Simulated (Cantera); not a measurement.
Cantera run, input and output.

```python
import numpy as np
import cantera as ct

gas = ct.Solution("gri30.yaml")
gas.TPX = 1473, 500000, {'CH4': 1, 'O2': 1.33, 'N2': 8.67}
reactor = ct.IdealGasConstPressureReactor(gas, energy="on", clone=False)
net = ct.ReactorNet([reactor])
net.rtol, net.atol = 1e-08, 1e-16
show = ['CH4', 'O2', 'C2H2', 'C2H6', 'HO2']
times = np.geomspace(9e-06, 0.9, 15)

steps = ct.SolutionArray(gas, extra=["t"])
rows = []
print(f"{'t/s':>10s}{'T/K':>9s}{'P/Pa':>11s}" + "".join(f"{s:>11s}" for s in show))
for t in times:
    while net.time < t:
        t_next = net.step()
        steps.append(gas.state, t=t_next)
    rows.append([np.interp(t, steps.t, y) for y in (steps.T, steps.P, *steps(*show).X.T)])
    print(f"{t:10.3e}{rows[-1][0]:9.1f}{rows[-1][1]:11.4g}" + "".join(f"{x:11.3e}" for x in rows[-1][2:]))
rate = np.gradient(steps.T, steps.t)
print("integrator steps:", len(steps.t))
if steps.T.max() > steps.T[0] + 200:
    print(f"time of steepest temperature rise: {steps.t[rate.argmax()]:.4e} s")
gas.TPX = 1473, 500000, {'CH4': 1, 'O2': 1.33, 'N2': 8.67}
gas.equilibrate("HP")
print(f"equilibrium (HP): T = {gas.T:.1f} K  " + "  ".join(f"{s} {gas[s].X[0]:.3e}" for s in show))
```

Result:

```
       t/s      T/K       P/Pa        CH4         O2       C2H2       C2H6        HO2
 9.000e-06   1473.0      5e+05  9.091e-02  1.209e-01  1.017e-14  5.249e-09  1.290e-06
 2.048e-05   1473.0      5e+05  9.090e-02  1.209e-01  4.324e-13  9.015e-08  2.386e-06
 4.662e-05   1473.0      5e+05  9.086e-02  1.209e-01  2.343e-11  1.831e-06  3.228e-06
 1.061e-04   1473.3      5e+05  9.071e-02  1.208e-01  1.201e-09  2.610e-05  3.713e-06
 2.414e-04   1475.4      5e+05  9.013e-02  1.205e-01  3.186e-08  1.572e-04  7.144e-06
 5.495e-04   1489.2      5e+05  8.683e-02  1.184e-01  1.108e-06  7.795e-04  2.246e-05
 1.251e-03   2456.7      5e+05  6.695e-12  2.560e-05  5.485e-15  2.958e-23  2.463e-08
 2.846e-03   2457.1      5e+05  7.025e-12  2.403e-05  5.730e-15  3.102e-23  2.288e-08
 6.477e-03   2456.8      5e+05  7.073e-12  2.392e-05  5.770e-15  3.139e-23  2.279e-08
 1.474e-02   2456.5      5e+05  7.106e-12  2.385e-05  5.797e-15  3.166e-23  2.273e-08
 3.355e-02   2456.5      5e+05  7.111e-12  2.385e-05  5.801e-15  3.170e-23  2.272e-08
 7.635e-02   2456.5      5e+05  7.111e-12  2.384e-05  5.801e-15  3.170e-23  2.272e-08
 1.738e-01   2456.5      5e+05  7.111e-12  2.384e-05  5.801e-15  3.170e-23  2.272e-08
 3.955e-01   2456.5      5e+05  7.111e-12  2.384e-05  5.801e-15  3.170e-23  2.272e-08
 9.000e-01   2456.5      5e+05  7.111e-12  2.384e-05  5.801e-15  3.170e-23  2.272e-08
integrator steps: 2114
time of steepest temperature rise: 9.1973e-04 s
equilibrium (HP): T = 2456.5 K  CH4 8.031e-12  O2 2.384e-05  C2H2 6.379e-15  C2H6 3.901e-23  HO2 2.272e-08
```

Cantera simulation using GRI-Mech 3.0 (53 species, 325 reactions); the numbers are that mechanism's predictions, not measurements.
